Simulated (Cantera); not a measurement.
Charge: 1 mol Al, 3.5 mol HCl, 12 mol H₂, held at 1650 K and 1.00 Torr.

Cantera equilibrium calculation (NASA polynomials, part measured and part estimated; ideal gas, pure solids and liquids). Candidate condensed phases: Al, AlCl₃; 12 gas species. The tables' values for AlCl₂ are old estimates; treat these amounts as uncertain. Kinetics and transport are ignored.

Base state: H₂ 0.793, HCl 0.142, AlCl 0.0518, AlCl₂ 0.00685, AlCl₃ 0.00423, H 0.00222, Cl 0.000310 (mole fractions); condensed: gas only.

What changes in the equilibrium state with this change: pressure from 1.00 Torr to 7.50 Torr?


```csv
species,before,after
H₂,0.793,0.818
HCl,0.142,0.118
AlCl,0.0518,0.0374
AlCl₃,0.00423,0.0153
AlCl₂,0.00685,0.0111
Cl,0.000310,9.27e-5
H,0.00222,0.000821
```

What changes in the equilibrium state with this change: H₂ from 12 to 22 mol?


```
species    before     after
-------  --------  --------
H₂          0.793     0.868
HCl         0.142    0.0911
AlCl       0.0518    0.0346
AlCl₃     0.00423   0.00107
AlCl₂     0.00685   0.00281
Cl       0.000310  0.000191
```
